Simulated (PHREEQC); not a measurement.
Consider water at 25 °C with 0.29 mol/kgw NaH2PO4. Closed to the air; pH follows from the charge balance.

Equilibrium calculation in PHREEQC: ion-association model, phreeqc.dat.

Each row changes one thing in this solution. No solid was allowed to form.

```tsv
case	pH	ionic strength (mol/kgw)	H3PO4 (mol/kgw)	HPO4-2 (mol/kgw)
as made	4.36	0.291	0.00125	0.00113
NaH2PO4 from 0.29 to 0.029 mol/kgw	___	0.0291	9.00e-5	0.000115
NaH2PO4 replaced by K2HPO4 at the same molality	8.92	0.785	1.27e-10	___
NaH2PO4 from 0.29 to 0.319 mol/kgw	4.35	___	0.00139	0.00125
diluted 2-fold with water	___	0.146	0.000572	0.000564
```

Task: Some entries are withheld; supply them.

Result: 
- NaH2PO4 from 0.29 to 0.029 mol/kgw, pH: 4.60
- NaH2PO4 replaced by K2HPO4 at the same molality, HPO4-2 (mol/kgw): 0.244
- NaH2PO4 from 0.29 to 0.319 mol/kgw, ionic strength (mol/kgw): 0.320
- diluted 2-fold with water, pH: 4.44

The ionic strength passes 0.7 mol/kgw, the rough limit of the ion-association models, in NaH2PO4 replaced by K2HPO4 at the same molality. Species that the database lacks are ignored.
